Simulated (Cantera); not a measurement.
An adiabatic, constant-pressure homogeneous reactor starts with CH4 : O2 : N2 = 1 : 2.11 : 7.92 (molar parts), at 1325 K and 1.00 atm. Integrator tolerance rtol = 1e-08.

Computed with Cantera and GRI-Mech 3.0 (53 species, 325 reactions).

### Question
What does this change do: constant volume in place of constant pressure?

### Answer
| quantity | before | after |
|---|---|---|
| time of steepest temperature rise | 8.24 ms | 7.82 ms |
| temperature at 4.00 s | 2655 K | 2839 K |
| equilibrium temperature | 2655 K | 2839 K |
| x(CH4) at 4.00 s | <1e-12 (gas-phase equilibrium <1e-12) | <1e-12 (gas-phase equilibrium <1e-12) |
| x(O2) at 4.00 s | 0.0219 (gas-phase equilibrium 0.0219) | 0.0238 (gas-phase equilibrium 0.0238) |
| x(CO2) at 4.00 s | 0.0571 (gas-phase equilibrium 0.0571) | 0.0490 (gas-phase equilibrium 0.0490) |
| x(OH) at 4.00 s | 0.0160 (gas-phase equilibrium 0.0160) | 0.0209 (gas-phase equilibrium 0.0209) |
| x(NO) at 4.00 s | 0.00900 (gas-phase equilibrium 0.00900) | 0.0122 (gas-phase equilibrium 0.0122) |
| x(CH2O) at 4.00 s | 1.55e-10 (gas-phase equilibrium 1.55e-10) | 5.46e-10 (gas-phase equilibrium 5.46e-10) |

### Question
What does this change do: initial temperature 1325 to 1725 K?

### Answer
```
quantity                                                              before                                      after
---------------------------------  -----------------------------------------  -----------------------------------------
time of steepest temperature rise                                    8.24 ms                                   0.180 ms
temperature at 4.00 s                                                 2655 K                                     2800 K
equilibrium temperature                                               2655 K                                     2800 K
x(CH4) at 4.00 s                       <1e-12 (gas-phase equilibrium <1e-12)      <1e-12 (gas-phase equilibrium <1e-12)
x(O2) at 4.00 s                        0.0219 (gas-phase equilibrium 0.0219)      0.0261 (gas-phase equilibrium 0.0261)
x(CO2) at 4.00 s                       0.0571 (gas-phase equilibrium 0.0571)      0.0445 (gas-phase equilibrium 0.0445)
x(OH) at 4.00 s                        0.0160 (gas-phase equilibrium 0.0160)      0.0232 (gas-phase equilibrium 0.0232)
x(NO) at 4.00 s                      0.00900 (gas-phase equilibrium 0.00900)      0.0121 (gas-phase equilibrium 0.0121)
x(CH2O) at 4.00 s                  1.55e-10 (gas-phase equilibrium 1.55e-10)  3.14e-10 (gas-phase equilibrium 3.14e-10)
```
